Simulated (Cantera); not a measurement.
Feed: 1 mol BCl3, 0.25 mol NH3, 2.2 mol H2, equilibrated at 0.0133 bar.

These are equilibrium values from Cantera (NASA tables, ideal gas, pure condensed phases), not measurements of a reactor. Candidate condensed phases: B, BN, NH4Cl; 21 gas species. Mutual solubility and eutectic melting of coexisting phases are not modelled. Gases not in the tables: BHCl2. The numbers say what is thermodynamically allowed, not how fast it happens.

### Question
Which condensed phases are stable at each of these points (T (K)): 1098, 1123, 1148, 1173, 1198, 1223, 1248, 1273, 1298, 1323, 1348?

### Answer
| T (K) | condensed phases | B condensed (%) |
|---|---|---|
| 1098 | BN(s) | 25.0 |
| 1123 | B(s) + BN(s) | 25.8 |
| 1148 | B(s) + BN(s) | 27.9 |
| 1173 | B(s) + BN(s) | 30.0 |
| 1198 | B(s) + BN(s) | 32.1 |
| 1223 | B(s) + BN(s) | 34.2 |
| 1248 | B(s) + BN(s) | 36.3 |
| 1273 | B(s) + BN(s) | 38.4 |
| 1298 | B(s) + BN(s) | 40.5 |
| 1323 | B(s) + BN(s) | 42.6 |
| 1348 | B(s) + BN(s) | 44.6 |

At 1098 K the condensed part is BN(s). From 1123 K to 1348 K the condensed part is B(s) + BN(s).
